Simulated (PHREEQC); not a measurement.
Consider water at 25 °C with 0.0011 mol NaH2PO4 and 0.0023 mol HF per kg of water. Closed to the air; pH follows from the charge balance.

The numbers come from PHREEQC with the ion-association model, phreeqc.dat.

Precipitation was switched off in this run.

Task: Order these F species by the share of F that they hold, largest first: F-, HF2-, HF.

Result: HF (55 %), F- (44 %), HF2- (0.43 %)

The pH is 3.06 and the ionic strength 0.00201 mol/kgw.
